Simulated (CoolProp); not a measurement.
Saturation properties of R1234yf.

Model: reference Helmholtz-energy equation of state, Lemmon 2022, in CoolProp.

```csv
T (K),p (MPa),liquid cp (kJ/(kg K)),vapour viscosity (µPa s),liquid conductivity (mW/(m K))
290.1,0.5411,___,12.2,66.0
295.8,___,1.383,12.4,64.3
301.6,___,1.410,12.7,62.5
307.3,0.8755,1.440,___,60.8
313,1.015,1.474,13.4,59.1
318.8,1.172,1.515,13.7,57.4
324.5,1.345,1.563,14.1,55.8
330.3,1.539,___,14.6,54.1
336,1.750,1.702,15.1,52.5
341.8,1.986,1.809,15.8,50.8
347.5,2.242,1.965,16.6,49.1
353.3,___,2.233,17.7,47.5
359,2.836,2.812,___,46.1
```

**Question.** Complete the blanks.

**Answer.** 
- 290.1, liquid cp (kJ/(kg K)): 1.359
- 295.8, p (MPa): 0.6388
- 301.6, p (MPa): 0.7512
- 307.3, vapour viscosity (µPa s): 13.0
- 330.3, liquid cp (kJ/(kg K)): 1.624
- 353.3, p (MPa): 2.527
- 359, vapour viscosity (µPa s): 19.4

It boils at 243.7 K under 1 atm.

Viscosity comes from a separate model (Bell 2016), an estimate that may be off by 10 % or more. Thermal conductivity comes from a separate model (Perkins 2011).
